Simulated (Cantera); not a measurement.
Input: 1 mol BN, 8.9 mol H2O, 1.9 mol N2, at 1248 K and 100 Torr.

These are equilibrium values from Cantera (NASA tables, ideal gas, pure condensed phases), not measurements of a reactor. Candidate condensed phases: B, BN, B2O3, B3O3H3, H2O; 39 gas species. Gases not in the tables: H3BO3. Equilibrium is a limit: real reactors are often held back by kinetics, nucleation or transport.

Base state: H2O 0.650, N2 0.212, H2 0.133, HBO2 0.00354, (HBO2)3 0.00188 (mole fractions); condensed: B2O3(l).

Question: What changes in the equilibrium state with this change: temperature from 1248 K to 2173 K?

Answer: 
| species | before | after |
|---|---|---|
| H2O | 0.650 | 0.581 |
| N2 | 0.212 | 0.202 |
| H2 | 0.133 | 0.126 |
| HBO2 | 0.00354 | 0.0806 |
| BO2 | <1e-9 | 0.000484 |
| (HBO2)3 | 0.00188 | 5.34e-9 |
| NO | <1e-9 | 0.000159 |
| O2 | <1e-9 | 0.000147 |
| B2O3(l), mol | 0.448 | 0 |
